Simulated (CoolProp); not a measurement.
A Linde-Hampson liquefier for ethane: isothermal reversible compression at 320 K from 1 atm to 40 MPa, throttling to 1 atm, return gas leaving the recuperator 10 K below the feed. Each further row changes one setting.

Model: reference Helmholtz-energy equation of state, Bücker 2006, in CoolProp.

```csv
case,liquid yield per pass,compression work (kJ/kg of gas)
as stated,___,414
high pressure 80 MPa,___,499
warm-end temperature 350 K,0.376,___
warm-end gap 15 K,___,414
```

Task: Fill in the missing entries.

Result: 
- as stated, liquid yield per pass: 0.446
- high pressure 80 MPa, liquid yield per pass: 0.395
- warm-end temperature 350 K, compression work (kJ/kg of gas): 482
- warm-end gap 15 K, liquid yield per pass: 0.439
